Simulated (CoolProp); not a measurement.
Properties of propane along the isobar 5.5 MPa.

The numbers come from the reference Helmholtz-energy equation of state, Lemmon 2009 in CoolProp.

```tsv
T (°C)	phase	density (kg/m³)	cp (kJ/(kg K))	cv (kJ/(kg K))	speed of sound (m/s)	viscosity (µPa s)
-95.85	liquid	643.0	2.053	1.360	1549	416
-75.05	liquid	621.8	2.106	1.385	?	309
-54.15	liquid	599.8	2.173	1.424	1283	239
-33.25	liquid	577.0	2.257	1.474	1154	189
-12.35	liquid	552.9	2.360	1.534	1026	152
8.55	liquid	527.1	2.486	1.604	?	124
29.45	liquid	498.6	2.644	1.682	771.5	?
50.35	liquid	?	2.856	1.769	641.2	82.4
71.25	liquid	426.3	3.192	1.866	503.2	65.4
92.15	liquid	369.6	4.008	1.989	345.8	48.2
113.05	supercritical	214.6	9.930	2.233	169.7	22.8
133.95	supercritical	123.3	3.798	2.156	199.8	15.8
154.85	supercritical	?	3.112	?	225.9	15.1
175.75	supercritical	87.13	2.912	2.238	245.9	15.0
196.65	supercritical	78.36	2.847	2.302	?	15.1
```

**Question.** What belongs in the gaps?

**Answer.** 
- -75.05, speed of sound (m/s): 1415
- 8.55, speed of sound (m/s): 899.0
- 29.45, viscosity (µPa s): 101
- 50.35, density (kg/m³): 466.1
- 154.85, density (kg/m³): 100.0
- 154.85, cv (kJ/(kg K)): 2.183
- 196.65, speed of sound (m/s): 262.3

The peak of cp marks the crossing from liquid-like to gas-like fluid above the critical point.

Viscosity comes from a separate model (Vogel 1998).
